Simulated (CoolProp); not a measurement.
The fluid at 293.15 K and 9.81 MPa flows at 12 m/s in a round tube of 10 mm bore and 15 µm roughness, fully developed (64/Re and Nu = 3.66 if laminar; Colebrook and Gnielinski if turbulent). The same conditions are run with several fluids, on thermodynamics alone (safety and materials aside).

The numbers come from the reference Helmholtz-energy equation of state of each fluid (n-heptane: Span 2003; R125: Lemmon 2005; R507A: Lemmon 2003; n-nonane: Lemmon 2006; water: Wagner 2002) in CoolProp. Blends and air are pseudo-pure fits.

```
fluid      Reynolds number  Darcy friction factor  pressure drop (Pa/m)  heat-transfer coefficient (W/(m² K))  mass flow (kg/h)
---------  ---------------  ---------------------  --------------------  ------------------------------------  ----------------
n-heptane           182000                 0.0229                114000                                 17400        (withheld)
R125                813000                 0.0220                206000                                 28600              4410
R507A               796000                 0.0220                181000                                 29000              3860
n-nonane            112000                 0.0235            (withheld)                                 13600              2460
water               120000                 0.0234                169000                                 51900        (withheld)
```

Question: Complete the blanks.

Answer: 
- n-heptane, mass flow (kg/h): 2350
- n-nonane, pressure drop (Pa/m): 123000
- water, mass flow (kg/h): 3400

Transport values come from each fluid's own correlations.
